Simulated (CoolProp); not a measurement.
R1336mzz(Z) along the isotherm 500 K: fugacity coefficient from the reference equation and from simpler models built on Tc = 444.5 K, pc = 2.904 MPa, ω = 0.386; each cubic takes its own stable root.

Computed with CoolProp (reference Helmholtz-energy equation of state, McLinden 2020).

| p (MPa) | phase | reference |
|---|---|---|
| 1.81 | gas | 0.8622 |
| 3.63 | supercritical | 0.7334 |
| 5.44 | supercritical | 0.6180 |
| 7.26 | supercritical | 0.5289 |
| 9.07 | supercritical | 0.4696 |
| 10.9 | supercritical | 0.4293 |
| 12.7 | supercritical | 0.4016 |
| 14.5 | supercritical | 0.3819 |

Task: How far does each simpler model (Soave-Redlich-Kwong, Peng-Robinson) lie from the reference over these 8 states: mean and median of the absolute difference, and the worst?

Result: 
- Soave-Redlich-Kwong: mean 7.4 %, median 7.6 %, worst +13.9 % at 500 K and 14.5 MPa
- Peng-Robinson: mean 1.7 %, median 1.5 %, worst +3.3 % at 500 K and 14.5 MPa
